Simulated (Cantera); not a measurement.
**Thermodynamics of hydrogen reduction and annealing atmospheres, feed TiO2 + H2**

A closed system holds: 1 mol TiO2, 330 mol H2, equilibrated at 2223.15 K and 1.00 bar.

These are equilibrium values from Cantera (NASA tables, ideal gas, pure condensed phases), not measurements of a reactor. Candidate condensed phases: H2O, Ti, TiO, TiO2, Ti2O3, Ti3O5, Ti4O7; 12 gas species. The numbers say what is thermodynamically allowed, not how fast it happens.

```
Item                                    Result
-----------------------------------  ---------
x(H2)                                    0.992
x(H)                                   0.00639
x(H2O)                                 0.00152
x(TiO)                                 1.31e-5
x(OH)                                  1.41e-6
n(Ti2O3(l))                          0.498 mol
gas amount                           331.1 mol
log10 activity of Ti3O5(l) (absent)      -0.16
log10 activity of Ti4O7(l) (absent)      -0.73
log10 activity of Ti(l) (absent)         -2.43
```
